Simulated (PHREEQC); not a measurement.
## Silver or lead bath: an equilibrium model

Dissolve 13 mmol/kgw Pb(NO3)2 and 2 mmol/kgw NaNO3 at 20 °C. Closed to the air; pH follows from the charge balance.

Equilibrium calculation in PHREEQC: ion-association model, phreeqc.dat.

The pH comes out as 4.89 and the ionic strength is 0.0369 mol/kgw.

```json
[
 {"species": "NO3-", "molality": "0.0259", "activity": "0.0215", "log γ": "-0.082"},
 {"species": "Pb+2", "molality": "0.0109", "activity": "0.00543", "log γ": "-0.304"},
 {"species": "PbNO3+", "molality": "0.00206", "activity": "0.00173", "log γ": "-0.076"},
 {"species": "Na+", "molality": "0.00200", "activity": "0.00169", "log γ": "-0.074"},
 {"species": "H+", "molality": "1.47e-5", "activity": "1.28e-5", "log γ": "-0.062"},
 {"species": "PbOH+", "molality": "9.87e-6", "activity": "8.29e-6", "log γ": "-0.076"},
 {"species": "Pb2OH+3", "molality": "4.86e-6", "activity": "1.01e-6", "log γ": "-0.683"}
]
```

This is a speciation only: nothing precipitates in the calculation.
